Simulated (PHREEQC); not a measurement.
Solution (25 °C): 0.13 mol Sr(NO3)2 per kg of water. Closed to the air; pH follows from the charge balance.

Equilibrium calculation in PHREEQC: ion-association model, phreeqc.dat.

Precipitation was switched off in this run.

Question: Estimate the activity of water.

Answer: activity of water 0.993.
